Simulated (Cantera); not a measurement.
Reactions in the system B-N-O

Source: NASA polynomial tables (part measured, part estimated), evaluated in Cantera. Values are per mole of reaction as written; species without (g) are pure solids or liquids, kept so even where they would boil at 1 bar.

2 NO(g) + 2 B → N₂(g) + B₂O₂(g)

```csv
T (K),ΔH° (kJ),ΔS° (J/K),ΔG° (kJ),log10 K,condensed phases
948,-640.8,-1.5,-639.3,35.23,B(s)
1148,-642.3,-3.0,-638.9,29.07,B(s)
1348,-644.0,-4.4,-638.1,24.73,B(s)
1548,-645.9,-5.6,-637.1,21.50,B(s)
1748,-647.9,-6.9,-635.9,19.00,B(s)
1948,-650.1,-8.1,-634.4,17.01,B(s)
2148,-652.6,-9.3,-632.6,15.38,B(s)
2348,-655.2,-10.4,-630.7,14.03,B(s)
2548,-758.8,-54.5,-620.0,12.71,B(l)
2748,-762.0,-55.7,-609.0,11.58,B(l)
2948,-765.1,-56.8,-597.7,10.59,B(l)
```
